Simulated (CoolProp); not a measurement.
The numbers come from the reference Helmholtz-energy equation of state, Thol 2018 in CoolProp.

Question: Give the vapour pressure (kPa), liquid density (kg/m³), vapour density (kg/m³), enthalpy of vaporisation (kJ/kg) of saturated hydrogen chloride at 183.9, 209.1, 242.7 K.

Answer: 
```
T (K)  p (kPa)  liquid density (kg/m³)  vapour density (kg/m³)  enthalpy of vaporisation (kJ/kg)
-----  -------  ----------------------  ----------------------  --------------------------------
183.9     79.0                    1200                    1.93                               448
209.1      292                    1130                    6.51                               420
242.7     1060                    1030                    22.3                               372
```
